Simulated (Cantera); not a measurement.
N2O furnace oxynitridation

A perfectly stirred reactor is fed with 100 % N2O, at 1700 Pa; it is held at 1550 K, and followed from long to short residence time.

Model: GRI-Mech 3.0 (53 species, 325 reactions), integrated in Cantera. GRI-Mech 3.0 was tuned for natural gas; its chemistry of N2O as a main component is partial and can be far from experiment. Radical loss at walls, strong at low pressure, is not modelled. The temperature is held fixed by assumption; the heat of reaction is taken as removed at once.

```json
[
 {"τ (s)": "2.1", "x N2O": "0.156", "x O": "0.000112", "x NO": "0.153", "x NO2": "3.63e-5", "x N2": "0.486", "x O2": "0.205"},
 {"τ (s)": "0.73", "x N2O": "0.346", "x O": "0.000113", "x NO": "0.119", "x NO2": "2.42e-5", "x N2": "0.377", "x O2": "0.159"},
 {"τ (s)": "0.25", "x N2O": "0.606", "x O": "0.000114", "x NO": "0.0718", "x NO2": "1.11e-5", "x N2": "0.227", "x O2": "0.0953"},
 {"τ (s)": "0.088", "x N2O": "0.814", "x O": "0.000114", "x NO": "0.0339", "x NO2": "3.79e-6", "x N2": "0.107", "x O2": "0.0450"},
 {"τ (s)": "0.031", "x N2O": "0.926", "x O": "0.000113", "x NO": "0.0136", "x NO2": "1.03e-6", "x N2": "0.0428", "x O2": "0.0180"},
 {"τ (s)": "0.011", "x N2O": "0.972", "x O": "0.000113", "x NO": "0.00501", "x NO2": "2.21e-7", "x N2": "0.0159", "x O2": "0.00665"},
 {"τ (s)": "0.0037", "x N2O": "0.991", "x O": "0.000110", "x NO": "0.00168", "x NO2": "3.29e-8", "x N2": "0.00540", "x O2": "0.00223"},
 {"τ (s)": "0.0013", "x N2O": "0.997", "x O": "0.000103", "x NO": "0.000558", "x NO2": "4.10e-9", "x N2": "0.00186", "x O2": "0.000741"},
 {"τ (s)": "0.00045", "x N2O": "0.999", "x O": "8.82e-5", "x NO": "0.000165", "x NO2": "3.76e-10", "x N2": "0.000609", "x O2": "0.000219"}
]
```
x: mole fraction; the columns are a selection and need not sum to one.
